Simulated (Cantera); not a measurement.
Feed: 1 mol BN, 22 mol HCl, 0.97 mol H2, 10 mol NF3, at 63.0 Pa.

Method: chemical equilibrium by Gibbs-energy minimisation in Cantera with the NASA 1993 tables (ideal gas, pure condensed phases). Candidate condensed phases: B, BN, NH4Cl; 40 gas species. The numbers say what is thermodynamically allowed, not how fast it happens.

Q: At 948 K, list the 7 most abundant gas species with their mole fractions, and the condensed phases.

A: HF 0.556, Cl2 0.219, N2 0.128, ClF 0.0708, BF3 0.0232, Cl 0.00319, F 0.000325. Condensed: gas only.
